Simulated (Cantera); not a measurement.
**Ta(OEt)₅ + CH₄ + H₂ (tantalum, niobium, vanadium and zirconium in process gases)**

Input: 1 mol Ta(OEt)₅, 0.18 mol CH₄, 6.7 mol H₂, equilibrated at 2127 °C and 0.200 Pa.

These are equilibrium values from Cantera (NASA tables, ideal gas, pure condensed phases), not measurements of a reactor. Candidate condensed phases: C, C₆H₆, C₇H₈, C₈H₁₈, H₂O, Ta, TaC, Ta₂O₅; 113 gas species. The feed counts by its element totals alone. TaC: taken at fixed stoichiometry. Condensed phases not in the tables: Ta₂C. Kinetics and transport are ignored.

```
Quantity                                    Value
--------------------------------------  ---------
x(H)                                        0.843
x(CO)                                       0.109
x(C₃)                                      0.0233
x(C)                                       0.0155
x(H₂)                                     0.00562
x(C₂)                                     0.00270
x(C₂H)                                   0.000206
x(C₅)                                     2.68e-5
x(C₂H₂ (acetylene))                       2.39e-5
n(TaC(s))                               1.000 mol
gas amount                              45.76 mol
log10 activity of C(graphite) (absent)      -0.11
log10 activity of Ta(s) (absent)            -2.95
log10 activity of Ta₂O₅(l) (absent)        -50.14
```
